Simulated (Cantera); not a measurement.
A closed system holds: 1 mol CO, 95 mol H₂, at 723.15 K and 0.100 bar.

Equilibrium computed with Cantera from the NASA thermochemical tables; the gas is ideal and each condensed phase is pure. Candidate condensed phases: C, C₆H₆, C₇H₈, C₈H₁₈, H₂O; 110 gas species. The numbers say what is thermodynamically allowed, not how fast it happens.

Base state: H₂ 0.979, CH₄ 0.0106, H₂O 0.0106, CO 1.11e-5 (mole fractions); condensed: gas only.

Q: What changes in the equilibrium state with this change: CO replaced by C₂H₄?

A: 
```
species   before   after
-------  -------  ------
H₂         0.979   0.979
CH₄       0.0106  0.0211
H₂O       0.0106       0
CO       1.11e-5       0
```

Q: What changes in the equilibrium state with this change: temperature from 723.15 K to 2173.15 K?

A: 
```json
[
 {"species": "H₂", "before": "0.979", "after": "0.975"},
 {"species": "H", "before": "<1e-9", "after": "0.0151"},
 {"species": "CO", "before": "1.11e-5", "after": "0.0103"},
 {"species": "CH₄", "before": "0.0106", "after": "5.84e-7"},
 {"species": "H₂O", "before": "0.0106", "after": "2.85e-6"}
]
```
